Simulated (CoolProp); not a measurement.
A single-stage vapour-compression cycle with fluoroethane (R161): evaporating at 295.15 K (dew point), condensing at 364.15 K (bubble point), superheat 0 K, subcooling 0 K, compressor efficiency 0.85, no pressure losses. Each further row changes one setting.

Model: reference Helmholtz-energy equation of state, Wu 2012, in CoolProp.

```json
[
 {"case": "as stated", "cooling COP": "1.97", "pressure ratio": "4.77", "discharge temperature (K)": "389.9", "refrigerating effect (kJ/kg)": "161", "volumetric capacity (kJ/m³)": "3180"},
 {"case": "evaporating temperature 300.15 K", "cooling COP": "2.22", "pressure ratio": "4.16", "discharge temperature (K)": "387.8", "refrigerating effect (kJ/kg)": "164", "volumetric capacity (kJ/m³)": "3720"},
 {"case": "condensing temperature 359.15 K", "cooling COP": "2.32", "pressure ratio": "4.34", "discharge temperature (K)": "383.5", "refrigerating effect (kJ/kg)": "178", "volumetric capacity (kJ/m³)": "3520"},
 {"case": "subcooling 5 K", "cooling COP": "2.21", "pressure ratio": "4.77", "discharge temperature (K)": "389.9", "refrigerating effect (kJ/kg)": "181", "volumetric capacity (kJ/m³)": "3570"},
 {"case": "superheat 10 K", "cooling COP": "2.02", "pressure ratio": "4.77", "discharge temperature (K)": "398.6", "refrigerating effect (kJ/kg)": "176", "volumetric capacity (kJ/m³)": "3280"},
 {"case": "compressor efficiency 0.75", "cooling COP": "1.73", "pressure ratio": "4.77", "discharge temperature (K)": "394.5", "refrigerating effect (kJ/kg)": "161", "volumetric capacity (kJ/m³)": "3180"}
]
```
